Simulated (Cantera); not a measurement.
An isothermal, constant-pressure homogeneous reactor starts with 2.34 % H₂, 97.7 % O₂, equivalence ratio 0.012, at 1400 K and 780 Pa.

Detailed kinetics in Cantera: the H2/O2 subset of GRI-Mech 3.0, which has no nitrogen chemistry. Radical loss at walls, strong at low pressure, is not modelled.

x: mole fraction; the columns are a selection and need not sum to one.

```tsv
t (s)	x H₂	x O₂	x OH	x HO₂	x H₂O₂
0.000300	0.0234	0.977	1.17e-7	9.38e-8	6.77e-11
0.000711	0.0234	0.977	8.04e-7	2.22e-7	3.55e-10
0.00169	0.0234	0.976	3.73e-5	5.29e-7	?
0.00400	0.00238	0.958	0.00491	7.23e-7	?
0.00949	0.000203	0.955	0.00298	5.48e-7	1.43e-8
0.0225	0.000199	0.956	0.00294	5.42e-7	1.43e-8
0.0533	0.000188	0.957	0.00286	5.30e-7	1.41e-8
0.126	0.000166	0.959	0.00270	5.01e-7	1.36e-8
0.300	0.000126	0.963	0.00236	4.41e-7	1.26e-8
0.711	7.31e-5	0.969	0.00180	3.34e-7	?
1.69	2.91e-5	0.973	0.00114	1.97e-7	?
4.00	8.33e-6	0.975	0.000609	8.83e-8	?
```

Question: What belongs in the gaps?

Answer: 
- 0.00169, x H₂O₂: 1.69e-9
- 0.00400, x H₂O₂: 3.00e-8
- 0.711, x H₂O₂: 1.04e-8
- 1.69, x H₂O₂: 6.98e-9
- 4.00, x H₂O₂: 3.64e-9
